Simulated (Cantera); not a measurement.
**Transport properties of process gases**

Gas mixture: 80.7 % H2O, 19.3 % N2O, at 0.190 bar, frozen composition.

Cantera's kinetic-theory transport with the Lennard-Jones parameters of GRI-Mech 3.0, ideal gas; thermal conductivity in the multicomponent form. Polar gases are described roughly by these parameters.

```tsv
T (K)	ρ (kg/m³)	cp (J/kg/K)	μ (µPa s)	λ (mW/m/K)	Pr	D (cm²/s) C2H2	D (cm²/s) O	D (cm²/s) NO
400	0.132	1559	15.6	35.2	0.689	1.49	3.13	1.90
500	0.105	1618	19.5	46.1	0.685	2.28	4.68	2.87
600	0.0877	1679	23.4	57.4	0.683	3.20	6.48	3.99
700	0.0752	1738	27.1	69.2	0.682	4.25	8.48	5.24
800	0.0658	1797	30.8	81.2	0.681	5.41	10.7	6.63
900	0.0585	1853	34.4	93.6	0.681	6.68	13.1	8.14
```
D: mixture-averaged diffusion coefficient of that species in the mixture.
